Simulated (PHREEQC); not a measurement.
Dissolve 0.076 mol/kgw HF, 0.053 mol/kgw KF and 0.0014 mol/kgw H2SO4 at 93 °C. Closed to the air; pH follows from the charge balance.

Model: ion-association model, phreeqc.dat, run in PHREEQC.

Each row changes one thing in this solution. Precipitation was switched off in this run.

| case | pH | ionic strength (mol/kgw) | HF (mol/kgw) | F- (mol/kgw) | HF2- (mol/kgw) | SO4-2 (mol/kgw) |
|---|---|---|---|---|---|---|
| as made | 3.43 | 0.0540 | 0.0673 | 0.0398 | 0.0109 | 0.000938 |
| KF left out | 2.31 | 0.00580 | 0.0717 | 0.00273 | 0.000798 | 0.000440 |
| H2SO4 from 0.0014 to 0.0007 mol/kgw | 3.45 | 0.0537 | 0.0659 | 0.0410 | 0.0110 | 0.000470 |
| H2SO4 replaced by Li2SO4 at the same molality | 3.47 | 0.0568 | 0.0644 | 0.0424 | 0.0111 | 0.000946 |
| HF from 0.076 to 0.76 mol/kgw | 2.01 | 0.0650 | 0.703 | 0.0163 | 0.0467 | 0.000340 |
| HF from 0.076 to 0.038 mol/kgw | 3.77 | 0.0538 | 0.0343 | 0.0443 | 0.00620 | 0.000977 |
| diluted 5-fold with water | 3.53 | 0.0111 | 0.0148 | 0.00980 | 0.000593 | 0.000226 |

At this temperature some constants are extrapolated from 25 °C, and those without enthalpy data are left unchanged.
